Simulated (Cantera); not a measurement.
Charge: 1 mol Fe₂O₃, 10 mol Cl₂, 26 mol N₂, equilibrated at 1250 K and 1.00 bar.

Method: chemical equilibrium by Gibbs-energy minimisation in Cantera with the NASA 1993 tables (ideal gas, pure condensed phases). Candidate condensed phases: Fe, FeCl₂, FeCl₃, FeO, Fe₂O₃, Fe₃O₄; 19 gas species. The numbers say what is thermodynamically allowed, not how fast it happens.

Base state: N₂ 0.709, Cl₂ 0.192, FeCl₃ 0.0486, O₂ 0.0408, FeCl₂ 0.00561, Cl 0.00342, Fe₂Cl₆ 0.000184, NO 0.000118 (mole fractions); condensed: gas only.

Question: What changes in the equilibrium state with this change: Cl₂ from 10 to 21 mol?

Answer: 
```
species    before     after
-------  --------  --------
N₂          0.709     0.545
Cl₂         0.192     0.377
FeCl₃      0.0486    0.0385
O₂         0.0408    0.0314
Fe₂Cl₄    1.17e-5   3.77e-6
FeCl₂     0.00561   0.00318
Fe₂Cl₆   0.000184  0.000116
```
